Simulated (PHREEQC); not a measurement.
Consider water at 25 °C with 0.03 mol AlCl3 per kg of water. Closed to the air; pH follows from the charge balance.

Equilibrium calculation in PHREEQC: ion-association model, phreeqc.dat.

This is a speciation only: nothing precipitates in the calculation.

Problem. Estimate the pH, specific conductance, density.

Solution. pH 3.50; specific conductance 8400 µS/cm; density 1.001 g/cm³.

Problem. In which forms is Al present?

Solution. Al+3 99 %, AlOH+2 1.3 % of the Al.
